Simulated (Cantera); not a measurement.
A freely propagating, adiabatic, planar premixed flame of CH4 : C2H6 : C3H8 : O2 : N2 = 1 : 0.078 : 0.13 : 3.28 : 15.8 (molar parts), equivalence ratio 0.89, unburnt at 425 K and 0.454 atm; mixture-averaged transport, grid criteria slope 0.08 and curve 0.16, no radiation.

Cantera simulation using GRI-Mech 3.0 (53 species, 325 reactions); the numbers are that mechanism's predictions, not measurements. GRI-Mech 3.0 was tuned for natural gas; its chemistry of propane as a main component is partial and can be far from experiment. Burning velocities carry a grid error of a few per cent, more on coarse grids.

Q: What does this change do: 0.13 parts H2 added?

A: 
```csv
quantity,before,after
laminar burning velocity,51.1 cm/s,55.1 cm/s
thermal thickness,0.986 mm,0.948 mm
peak x(HCO),3.24e-5,3.53e-5
peak x(CH2),2.13e-5,2.27e-5
peak x(C2H4),0.00200,0.00199
```

Q: What does this change do: inlet temperature 425 to 300 K?

A: 
```tsv
quantity	before	after
laminar burning velocity	51.1 cm/s	26.7 cm/s
thermal thickness	0.986 mm	1.17 mm
peak x(HCO)	3.24e-5	2.32e-5
peak x(CH2)	2.13e-5	1.55e-5
peak x(C2H4)	0.00200	0.00181
```
